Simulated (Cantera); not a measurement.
Charge: 1 mol Fe(CO)₅, 1.7 mol CO, 0.11 mol N₂, held at 23.3 Torr.

These are equilibrium values from Cantera (NASA tables, ideal gas, pure condensed phases), not measurements of a reactor. Candidate condensed phases: C, Fe, Fe(CO)₅, FeO, Fe₂O₃, Fe₃O₄; 27 gas species. Condensed phases not in the tables: cementite and carbon dissolved in iron. Equilibrium is a limit: real reactors are often held back by kinetics, nucleation or transport.

x: gas mole fraction; n: condensed amount in mol.

```tsv
T (K)	x CO	x N₂	x CO₂	x Fe	n C(graphite)	n Fe(α)	n Fe(γ)
1048	0.977	0.0163	[?]	4.52e-12	0.0444	1.00	0
1098	0.981	0.0162	[?]	3.75e-11	0.0185	1.00	0
1148	0.983	0.0162	[?]	2.57e-10	0.00828	1.00	0
1198	0.983	0.0162	[?]	1.50e-9	0.00397	0	1.00
1248	0.984	0.0162	[?]	7.52e-9	0.00202	0	1.00
1298	0.984	0.0162	[?]	3.33e-8	0.00108	0	1.00
1348	0.984	0.0162	[?]	1.32e-7	0	0	1.000
1398	0.984	0.0162	[?]	4.70e-7	0	0	1.000
1448	0.984	0.0162	[?]	1.54e-6	0	0	1.000
1498	0.984	0.0162	[?]	4.64e-6	0	0	1.000
1548	0.984	0.0162	[?]	1.30e-5	0	0	1.000
```

Fill in the missing entries.


- 1048, x CO₂: 0.00657
- 1098, x CO₂: 0.00272
- 1148, x CO₂: 0.00122
- 1198, x CO₂: 0.000583
- 1248, x CO₂: 0.000296
- 1298, x CO₂: 0.000159
- 1348, x CO₂: 8.94e-5
- 1398, x CO₂: 5.25e-5
- 1448, x CO₂: 3.21e-5
- 1498, x CO₂: 2.03e-5
- 1548, x CO₂: 1.32e-5
